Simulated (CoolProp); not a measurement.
Nitrogen along the isobar 13.6 MPa: density (kg/m³) from the reference equation and from simpler models built on Tc = 126.2 K, pc = 3.396 MPa, ω = 0.037; each cubic takes its own stable root.

Values from CoolProp's reference Helmholtz-energy equation of state, Span 2000.

| T (K) | phase | reference | Redlich-Kwong | Peng-Robinson |
|---|---|---|---|---|
| 101.1 | liquid | 741.6 | 744.8 | 835.8 |
| 114.1 | liquid | 684.3 | 679.3 | 761.1 |
| 127 | supercritical | 621.7 | 608.6 | 677.3 |
| 140 | supercritical | 551.3 | 533.3 | 585.1 |
| 152.9 | supercritical | 475.8 | 458.8 | 493.4 |
| 165.8 | supercritical | 402.6 | 391.6 | 412.6 |
| 178.8 | supercritical | 341.2 | 336.3 | 349.1 |
| 191.7 | supercritical | 295.1 | 294.1 | 302.3 |
| 204.7 | supercritical | 260.5 | 261.6 | 267.1 |
